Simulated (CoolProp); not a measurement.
Computed with CoolProp (reference Helmholtz-energy equation of state, Schroeder 2014).

### Question
For ethanol, give the phase and the Joule-Thomson coefficient (K/MPa), viscosity (µPa s) at 88.65 °C and 36400 kPa; 269.55 °C and 36400 kPa.

### Answer
- 88.65 °C and 36400 kPa: liquid; Joule-Thomson coefficient -0.279, viscosity 493
- 269.55 °C and 36400 kPa: supercritical; Joule-Thomson coefficient 0.142, viscosity 93.4

Viscosity comes from a separate model (Kiselev 2005).
